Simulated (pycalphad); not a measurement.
Source of the numbers: pycalphad with the COST 507 light-alloy database (1999); pressure 1 atm. These are 1990s assessments: newer ones move some temperatures and phases. Not assessed as a whole: an extrapolation from subsystems, which can miss ternary compounds. Amounts are mole fractions of atoms.

Give the equilibrium state of Al-2.22Si-1.79Sn (at.%) at 627 °C.


```
T = 900.00 K, P = 101325 Pa, N = 1 mol of atoms
G = -36693 J/mol, H = 25769 J/mol, S = 69.40 J/(mol K)  (SER reference)
chemical potentials (J/mol): Al -35891, Si -40210, Sn -75307
phase             fraction      x(Al)      x(Si)      x(Sn)
LIQUID              0.7292     0.9465     0.0293     0.0243
FCC_A1              0.2708     0.9960     0.0032   0.000793
```

Give the equilibrium state of Al-2.22Si-1.79Sn (at.%) at 427 °C.

fcc, fraction 0.961, with 0.35 Si, 0.07 Sn at.%; liquid, fraction 0.020, with 0.02 Si, 85.3 Sn at.%; diamond (Si), fraction 0.019, with >99.99 Si, <0.01 Sn at.%.

FCC_A1 is fcc.
